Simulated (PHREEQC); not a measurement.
A solution holds 0.19 mol H2SO4 and 0.00036 mol FeSO4 per kg of water, at 20 °C and 10 atm. Closed to the air; pH follows from the charge balance.

Equilibrium calculation in PHREEQC: ion-association model, phreeqc.dat.

```
quantity         before    after
---------------  ------  -------
pH                 0.76     1.62
HSO4- (mol/kgw)   0.161   0.0106
SO4-2 (mol/kgw)  0.0292  0.00861
```

Name the change that produced these shifts.
A) FeSO4 from 0.00036 to 0.000324 mol/kgw
B) FeSO4 replaced by CdSO4 at the same molality
C) FeSO4 from 0.00036 to 3.6e-05 mol/kgw
D) H2SO4 from 0.19 to 0.019 mol/kgw
E) 0.03 mol/kgw CO2 added

D, H2SO4 from 0.19 to 0.019 mol/kgw

This is a speciation only: nothing precipitates in the calculation.
